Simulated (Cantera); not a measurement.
Feed: 1 mol C2H2, 0.062 mol NH3, 2.2 mol N2, equilibrated at 2950 K and 60.0 Pa.

These are equilibrium values from Cantera (NASA tables, ideal gas, pure condensed phases), not measurements of a reactor. Candidate condensed phases: C, C6H6, C7H8, C8H18; 92 gas species. Rates play no part.

Base state: N2 0.405, H 0.401, C3 0.0890, CN 0.0420, C 0.0346, C2 0.0135, HCN 0.00564, H2 0.00530 (mole fractions); condensed: gas only.

**Question.** What changes in the equilibrium state with this change: temperature from 2950 K to 725 K?

**Answer.** 
```json
[
 {"species": "N2", "before": "0.405", "after": "0.671"},
 {"species": "H2", "before": "0.00530", "after": "0.328"},
 {"species": "CH4", "before": "<1e-9", "after": "0.000332"},
 {"species": "H", "before": "0.401", "after": "<1e-9"},
 {"species": "C3", "before": "0.0890", "after": "<1e-9"},
 {"species": "CN", "before": "0.0420", "after": "<1e-9"},
 {"species": "C", "before": "0.0346", "after": "<1e-9"},
 {"species": "C2", "before": "0.0135", "after": "<1e-9"},
 {"species": "C2H", "before": "0.00152", "after": "<1e-9"},
 {"species": "HCN", "before": "0.00564", "after": "5.48e-9"},
 {"species": "C(graphite), mol", "before": "0", "after": "2.00"}
]
```

**Question.** What changes in the equilibrium state with this change: temperature from 2950 K to 1400 K?

**Answer.** 
```json
[
 {"species": "N2", "before": "0.405", "after": "0.671"},
 {"species": "H2", "before": "0.00530", "after": "0.329"},
 {"species": "HCN", "before": "0.00564", "after": "0.000233"},
 {"species": "H", "before": "0.401", "after": "0.000114"},
 {"species": "C3", "before": "0.0890", "after": "<1e-9"},
 {"species": "CN", "before": "0.0420", "after": "<1e-9"},
 {"species": "C", "before": "0.0346", "after": "<1e-9"},
 {"species": "C2", "before": "0.0135", "after": "<1e-9"},
 {"species": "C2H", "before": "0.00152", "after": "<1e-9"},
 {"species": "C5", "before": "0.000618", "after": "<1e-9"},
 {"species": "C(graphite), mol", "before": "0", "after": "2.00"}
]
```

**Question.** What changes in the equilibrium state with this change: C2H2 replaced by CH3OH?

**Answer.** 
```json
[
 {"species": "H", "before": "0.401", "after": "0.550"},
 {"species": "N2", "before": "0.405", "after": "0.304"},
 {"species": "CO", "before": "0", "after": "0.136"},
 {"species": "C3", "before": "0.0890", "after": "<1e-9"},
 {"species": "C2", "before": "0.0135", "after": "1.26e-9"},
 {"species": "CN", "before": "0.0420", "after": "1.11e-5"},
 {"species": "C", "before": "0.0346", "after": "1.06e-5"},
 {"species": "C2H", "before": "0.00152", "after": "<1e-9"},
 {"species": "C5", "before": "0.000618", "after": "<1e-9"},
 {"species": "C4", "before": "0.000173", "after": "<1e-9"}
]
```
Further candidate phases: H2O.
